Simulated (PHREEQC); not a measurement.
# Acid rinse or clean (model solution)

A solution holds 0.023 mol/kgw HNO3, 4.4e-05 mol/kgw FeCl3, 0.11 mol/kgw KCl and 0.07 mol/kgw Mn(NO3)2, at 25 °C. Closed to the air; pH follows from the charge balance.

Computed with PHREEQC (ion-association model, phreeqc.dat).

The pH is 1.75. The ionic strength comes out as 0.327 mol/kgw and the activity of water comes out as 0.992. The specific conductance comes out as 30200 µS/cm and the density is 1.012 g/cm³. The total alkalinity comes out as -23.1 meq/kg.

```tsv
species	molality	activity	log γ
NO3-	0.162	0.105	-0.186
K+	0.110	0.0742	-0.171
Cl-	0.103	0.0698	-0.168
Mn+2	0.0621	0.0176	-0.548
H+	0.0230	0.0179	-0.108
MnCl+	0.00706	0.00500	-0.150
Mn(NO3)2	0.000718	0.000773	0.033
MnCl2	0.000141	0.000152	0.033
```

No solid was allowed to form. Saturation is exceeded, for instance for Hematite (slow to form), Goethite (slow to form); the values hold only as long as no solid forms.
